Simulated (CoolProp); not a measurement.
Vapour-liquid equilibrium of n-decane (1) + n-dodecane (2) at 132.85 °C; x and y are mole fractions of (1).

Computed with CoolProp (multi-fluid Helmholtz-energy mixture model, Lemmon 2006 and Lemmon 2004; pair parameters Bell 2016).

```
x     bubble pressure, mixture model (kPa)  bubble pressure, Raoult's law (kPa)  y, mixture model  y, Raoult's law
----  ------------------------------------  -----------------------------------  ----------------  ---------------
0.05                                 9.282                                9.338             0.160            0.166
0.15                                 11.53                                11.63             0.394            0.401
0.25                                 13.83                                13.91             0.554            0.558
0.35                                 16.15                                16.20             0.669            0.671
0.45                                 18.48                                18.49             0.755            0.756
0.55                                 20.80                                20.78             0.821            0.823
0.65                                 23.10                                23.07             0.874            0.876
0.75                                 25.38                                25.35             0.917            0.919
0.85                                 27.65                                27.64             0.954            0.956
0.95                                 29.93                                29.93             0.986            0.986
```

The largest gap from Raoult's law is -0.9 % in bubble pressure, at x = 0.15. No azeotrope shows between x = 0.05 and 0.95.

The pair parameters rest on a limited set of measurements; away from them the model extrapolates.
